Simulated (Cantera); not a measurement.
An adiabatic, constant-pressure homogeneous reactor starts with CH4 : O2 : N2 : H2 = 1 : 0.952 : 10.5 : 1.2 (molar parts), at 1650 K and 750 Torr.

Computed with Cantera and GRI-Mech 3.0 (53 species, 325 reactions).

Question: Predict: time of steepest temperature rise; temperature at 1.00 s; equilibrium temperature; x(O2) at 1.00 s; x(H) at 1.00 s; x(H2O) at 1.00 s.

Answer: 
| Quantity | Result |
|---|---|
| time of steepest temperature rise | 0.196 ms |
| temperature at 1.00 s | 2117 K |
| equilibrium temperature | 2117 K |
| x(O2) at 1.00 s | 5.65e-8 (gas-phase equilibrium 5.65e-8) |
| x(H) at 1.00 s | 0.00139 (gas-phase equilibrium 0.00139) |
| x(H2O) at 1.00 s | 0.0569 (gas-phase equilibrium 0.0569) |
